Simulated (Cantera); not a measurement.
**Low-pressure radical oxidation in H2/O2**

An isothermal, constant-pressure homogeneous reactor starts with H2 : O2 : N2 = 0.1 : 1 : 0.31 (molar parts), at 1050 K and 4.35 Torr.

Computed with Cantera and the H2/O2 subset of GRI-Mech 3.0, which has no nitrogen chemistry. Radical loss at walls, strong at low pressure, is not modelled. The temperature is held fixed by assumption; the heat of reaction is taken as removed at once.

| t (s) | x H2 | x O2 | x HO2 | x H2O2 | x O | x H |
|---|---|---|---|---|---|---|
| 0.000300 | 0.0709 | 0.709 | 2.35e-10 | <1e-12 | 8.79e-11 | 1.96e-10 |
| 0.000949 | 0.0709 | 0.709 | 7.45e-10 | <1e-12 | 8.63e-10 | 9.65e-10 |
| 0.00300 | 0.0709 | 0.709 | 2.66e-9 | 2.08e-12 | 4.79e-8 | 4.50e-8 |
| 0.00949 | 0.0594 | 0.702 | 1.82e-6 | 3.65e-8 | 0.00404 | 0.00437 |
| 0.0300 | 0.00161 | 0.670 | 2.53e-6 | 4.09e-8 | 0.0278 | 0.0162 |
| 0.0949 | 0.000886 | 0.684 | 2.40e-6 | 4.96e-8 | 0.0144 | 0.00609 |
| 0.300 | 0.000193 | 0.695 | 1.62e-6 | 5.53e-8 | 0.00304 | 0.000582 |
| 0.949 | 1.99e-5 | 0.698 | 5.43e-7 | 3.79e-8 | 0.000318 | 1.94e-5 |
| 3.00 | 2.14e-6 | 0.698 | 1.10e-7 | 1.60e-8 | 3.52e-5 | 7.17e-7 |
| 9.49 | 3.25e-7 | 0.699 | 2.17e-8 | 5.68e-9 | 5.48e-6 | 4.41e-8 |
| 30.0 | 6.61e-8 | 0.699 | 5.08e-9 | 1.92e-9 | 1.14e-6 | 4.17e-9 |
| 94.9 | 1.62e-8 | 0.699 | 1.49e-9 | 6.34e-10 | 2.83e-7 | 5.17e-10 |
| 300 | 4.46e-9 | 0.699 | 7.23e-10 | 2.07e-10 | 7.82e-8 | 7.52e-11 |
x: mole fraction; the columns are a selection and need not sum to one.

Equilibrium at this temperature and pressure: H2 4.21e-10, O2 0.699, HO2 1.16e-9, H2O2 2.43e-11, O 7.39e-9, H 2.20e-12 (gas phase only).
